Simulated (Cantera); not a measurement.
Feed: 1 mol C3H6, 2.8 mol CO2, 32 mol N2, at 2500000 Pa.

These are equilibrium values from Cantera (NASA tables, ideal gas, pure condensed phases), not measurements of a reactor. Candidate condensed phases: C, C6H6, C7H8, C8H18, H2O; 136 gas species. Kinetics and transport are ignored.

**Question.** Which condensed phases are stable at each of these points (T (°C)): 600, 800, 1000, 1200, 1400, 1600, 1800, 2000, 2200, 2400?

**Answer.** 
```json
[
 {"T (°C)": "600", "condensed phases": "C(graphite)", "C condensed (%)": "54.4"},
 {"T (°C)": "800", "condensed phases": "C(graphite)", "C condensed (%)": "26.8"},
 {"T (°C)": "1000", "condensed phases": "C(graphite)", "C condensed (%)": "6.6"},
 {"T (°C)": "1200", "condensed phases": "C(graphite)", "C condensed (%)": "3.7"},
 {"T (°C)": "1400", "condensed phases": "C(graphite)", "C condensed (%)": "2.9"},
 {"T (°C)": "1600", "condensed phases": "C(graphite)", "C condensed (%)": "1.9"},
 {"T (°C)": "1800", "condensed phases": "gas only", "C condensed (%)": "0.0"},
 {"T (°C)": "2000", "condensed phases": "gas only", "C condensed (%)": "0.0"},
 {"T (°C)": "2200", "condensed phases": "gas only", "C condensed (%)": "0.0"},
 {"T (°C)": "2400", "condensed phases": "gas only", "C condensed (%)": "0.0"}
]
```

From 600 °C to 1600 °C the condensed part is C(graphite). From 1800 °C to 2400 °C nothing is condensed.
